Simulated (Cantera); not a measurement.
# Premixed flame

A freely propagating, adiabatic, planar premixed flame of H2 : O2 : N2 = 1 : 0.357 : 1.04 (molar parts), equivalence ratio 1.4, unburnt at 575 K and 360000 Pa; unity-Lewis-number transport, grid criteria slope 0.08 and curve 0.16, no radiation.

Computed with Cantera and the H2/O2 subset of GRI-Mech 3.0, which has no nitrogen chemistry. The hydrogen kinetics of GRI-Mech 3.0 are dated; newer H2 mechanisms differ, most at raised pressure. Unity Lewis numbers drop preferential diffusion, which matters most where H2 and H carry the flame. Burning velocities carry a grid error of a few per cent, more on coarse grids.

| z (mm) | T (K) | u (m/s) | x H2 | x O2 | x O | x H2O | x HO2 | x OH |
|---|---|---|---|---|---|---|---|---|
| -0.209 | 575 | 6.88 | 0.417 | 0.149 | <1e-8 | 1.38e-7 | <1e-8 | <1e-8 |
| -0.140 | 575 | 6.88 | 0.417 | 0.149 | <1e-8 | 2.76e-6 | 1.48e-7 | <1e-8 |
| -0.105 | 575 | 6.88 | 0.417 | 0.149 | 1.35e-8 | 2.73e-5 | 1.45e-6 | <1e-8 |
| -0.0698 | 577 | 6.90 | 0.417 | 0.149 | 1.99e-7 | 0.000227 | 1.19e-5 | <1e-8 |
| -0.0349 | 643 | 7.66 | 0.410 | 0.145 | 2.34e-5 | 0.00845 | 0.000377 | 2.66e-5 |
| -0.0174 | 955 | 11.2 | 0.371 | 0.124 | 0.000510 | 0.0537 | 0.000549 | 0.000838 |
| 0 | 1455 | 16.5 | 0.256 | 0.0719 | 0.00407 | 0.162 | 0.000213 | 0.00449 |
| 0.0174 | 1781 | 19.7 | 0.159 | 0.0275 | 0.00734 | 0.248 | 7.01e-5 | 0.0115 |
| 0.0349 | 1950 | 21.3 | 0.133 | 0.0125 | 0.00770 | 0.278 | 2.89e-5 | 0.0158 |
| 0.0698 | 2128 | 22.9 | 0.130 | 0.00651 | 0.00618 | 0.294 | 1.37e-5 | 0.0177 |
| 0.140 | 2300 | 24.4 | 0.133 | 0.00401 | 0.00396 | 0.307 | 7.68e-6 | 0.0169 |
| 0.279 | 2447 | 25.6 | 0.135 | 0.00223 | 0.00217 | 0.320 | 4.02e-6 | 0.0142 |
| 0.558 | 2555 | 26.5 | 0.136 | 0.00111 | 0.00107 | 0.330 | 1.89e-6 | 0.0109 |
x: mole fraction of selected species; z is measured from the peak of heat release.

```
Quantity                     Result
------------------------  ---------
laminar burning velocity   688 cm/s
thermal thickness         0.0698 mm
peak x(O)                   0.00780
peak x(HO2)                0.000651
peak x(OH)                   0.0178
grid points                     102
```
